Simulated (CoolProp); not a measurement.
Propane at several states: fugacity coefficient from the reference equation and from simpler models built on Tc = 369.9 K, pc = 4.251 MPa, ω = 0.152; each cubic takes its own stable root.

Values from CoolProp's reference Helmholtz-energy equation of state, Lemmon 2009.

```json
[
 {"T (K)": "425.3", "p (MPa)": "0.0129", "phase": "gas", "reference": "0.9993", "Redlich-Kwong": "0.9993", "Soave-Redlich-Kwong": "0.9993", "Peng-Robinson": "0.9992"},
 {"T (K)": "140.7", "p (MPa)": "3.73", "phase": "liquid", "reference": "2.868e-5", "Redlich-Kwong": "2.838e-5", "Soave-Redlich-Kwong": "2.790e-5", "Peng-Robinson": "3.329e-5"},
 {"T (K)": "170.6", "p (MPa)": "1.41", "phase": "liquid", "reference": "0.001760", "Redlich-Kwong": "0.002215", "Soave-Redlich-Kwong": "0.001704", "Peng-Robinson": "0.001871"},
 {"T (K)": "449.7", "p (MPa)": "0.227", "phase": "gas", "reference": "0.9904", "Redlich-Kwong": "0.9898", "Soave-Redlich-Kwong": "0.9906", "Peng-Robinson": "0.9889"},
 {"T (K)": "246.1", "p (MPa)": "0.514", "phase": "liquid", "reference": "0.3505", "Redlich-Kwong": "0.4416", "Soave-Redlich-Kwong": "0.3513", "Peng-Robinson": "0.3514"},
 {"T (K)": "469.6", "p (MPa)": "0.603", "phase": "gas", "reference": "0.9782", "Redlich-Kwong": "0.9765", "Soave-Redlich-Kwong": "0.9788", "Peng-Robinson": "0.9747"}
]
```
